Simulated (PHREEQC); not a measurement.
Acid rinse or clean: speciation

Dissolve 40 mmol/kgw HF, 1.9 mmol/kgw ZnSO4 and 0.93 mmol/kgw MnSO4 at 25 °C. It is in equilibrium with CO2 at log p = 0 (atm). Otherwise closed; pH follows from the charge balance.

Model: ion-association model, phreeqc.dat, run in PHREEQC.

```json
{
  "pH": "2.31",
  "ionic_strength": "0.0144 mol/kgw",
  "total_alkalinity": "-40.0 meq/kg"
}
```

```csv
species,molality,activity,log γ
CO2,0.0337,0.0338,0.001
HF,0.0333,0.0335,0.001
H+,0.00537,0.00484,-0.045
F-,0.00522,0.00461,-0.054
SO4-2,0.00185,0.00115,-0.205
Zn+2,0.00156,0.000975,-0.205
Mn+2,0.000807,0.000512,-0.198
HF2-,0.000668,0.000592,-0.052
HSO4-,0.000611,0.000541,-0.052
ZnSO4,0.000262,0.000263,0.001
MnSO4,0.000104,0.000105,0.001
ZnF+,7.17e-5,6.35e-5,-0.052
(CO2)2,2.10e-5,2.10e-5,0.001
```

This is a speciation only: nothing precipitates in the calculation. Species that the database lacks are ignored.
